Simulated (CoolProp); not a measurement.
Vapour-liquid equilibrium of isobutene (1) + n-butane (2) at 1.44 MPa; x and y are mole fractions of (1).

Model: multi-fluid Helmholtz-energy mixture model, Lemmon 2005 and Bücker 2006; pair parameters Bell 2016, in CoolProp.

### Question
Give the bubble temperature and the first vapour's composition at x = 0.125, 0.725, 0.8. Is there an azeotrope?

### Answer
x = 0.125: 95.6 °C, y = 0.142; x = 0.725: 89.9 °C, y = 0.747; x = 0.8: 89.3 °C, y = 0.817. No azeotrope shows between x = 0.05 and 0.95.

Pair parameters are fitted to limited data, so mixtures are less certain than the pure fluids.
